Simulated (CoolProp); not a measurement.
Saturated liquid density (kg/m³) of nitrous oxide: the reference equation beside estimates from Tc = 309.5 K, pc = 72.45 bar, ω = 0.161. Rackett uses Z = 0.29056 − 0.08775 ω.

Computed with CoolProp (reference Helmholtz-energy equation of state, Lemmon 2006). It is a short technical equation, of lower accuracy than the large ones.

| T (K) | reference | Rackett | Redlich-Kwong |
|---|---|---|---|
| 232.7 | 1076 | 1063 | 965.3 |
| 238.2 | 1056 | 1044 | 943.0 |
| 243.7 | 1036 | 1024 | 919.6 |
| 249.2 | 1014 | 1004 | 895.2 |
| 254.6 | 992.1 | 982.4 | 870.0 |
| 260.1 | 968.5 | 959.8 | 843.0 |
| 265.6 | 943.7 | 935.8 | 814.3 |
| 271.1 | 917.4 | 910.4 | 783.8 |
| 276.6 | 889.1 | 882.9 | 751.1 |
| 282 | 859.0 | 853.6 | 716.3 |
| 287.5 | 825.0 | 820.3 | 677.4 |

Absolute difference from the reference over all 11 rows, mean and median: Rackett 0.9 and 0.9 %, Redlich-Kwong 13.4 and 13.0 %.
